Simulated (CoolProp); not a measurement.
The numbers come from the reference Helmholtz-energy equation of state, Schmidt 1985 in CoolProp.

Problem. Give the vapour pressure (kPa), vapour density (kg/m³), enthalpy of vaporisation (kJ/kg), surface tension (mN/m) of saturated oxygen at 84, 110.1 K.

Solution. 
```
T (K)  p (kPa)  vapour density (kg/m³)  enthalpy of vaporisation (kJ/kg)  surface tension (mN/m)
-----  -------  ----------------------  --------------------------------  ----------------------
84        50.4                    2.35                               219                    14.7
110.1      547                    21.4                               190                    8.36
```

Surface tension comes from a separate correlation (Mulero 2012).
